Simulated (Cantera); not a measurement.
Charge: 1 mol SiCl₄, 0.011 mol C₃H₈, 57 mol H₂, 0.26 mol C₂H₂, at 2275 °C and 0.100 bar.

Equilibrium computed with Cantera from the NASA thermochemical tables; the gas is ideal and each condensed phase is pure. Candidate condensed phases: C, C₆H₆, C₇H₈, C₈H₁₈, Si, SiC; 109 gas species. The tables' values for SiCl are old estimates; treat these amounts as uncertain. Gases not in the tables: Si₂H₆ and higher silanes. Kinetics and transport are ignored.

Base state: H₂ 0.832, H 0.0892, HCl 0.0565, Si 0.0110, Cl 0.00427, C₂H₂ (acetylene) 0.00311, SiC₂ 0.000928, SiCl₂ 0.000889 (mole fractions); condensed: gas only.

**Question.** What changes in the equilibrium state with this change: H₂ from 57 to 6.2 mol?

**Answer.** 
```tsv
species	before	after
H₂	0.832	0.520
HCl	0.0565	0.281
H	0.0892	0.0706
SiCl₂	0.000889	0.0577
Cl	0.00427	0.0269
Si	0.0110	0.0181
SiCl₃	8.98e-7	0.000366
C₂HCl	2.62e-6	4.59e-5
SiCl	0.000802	0.00828
C₄H₂	4.81e-6	3.75e-5
C(graphite), mol	0	0.193
SiC(s), mol	0	0.102
```
The tables' values for SiCl, SiCl₃ are old estimates; treat these amounts as uncertain.

**Question.** What changes in the equilibrium state with this change: 0.23 mol CH₄ added?

**Answer.** 
| species | before | after |
|---|---|---|
| H₂ | 0.832 | 0.831 |
| H | 0.0892 | 0.0892 |
| HCl | 0.0565 | 0.0562 |
| C₂H₂ (acetylene) | 0.00311 | 0.00447 |
| Si | 0.0110 | 0.0106 |
| C₂H | 2.65e-5 | 3.81e-5 |
| SiC₂ | 0.000928 | 0.00128 |
| CH₃ | 9.77e-6 | 1.17e-5 |

**Question.** What changes in the equilibrium state with this change: pressure from 0.100 bar to 1.33 mbar?

**Answer.** 
```json
[
 {"species": "H", "before": "0.0892", "after": "0.537"},
 {"species": "H₂", "before": "0.832", "after": "0.401"},
 {"species": "HCl", "before": "0.0565", "after": "0.0245"},
 {"species": "Cl", "before": "0.00427", "after": "0.0231"},
 {"species": "Si", "before": "0.0110", "after": "0.0107"},
 {"species": "SiCl₂", "before": "0.000889", "after": "4.51e-6"},
 {"species": "SiH₂", "before": "0.000164", "after": "1.03e-6"},
 {"species": "C₃", "before": "1.56e-6", "after": "0.000146"},
 {"species": "C₂", "before": "2.73e-7", "after": "2.37e-5"}
]
```
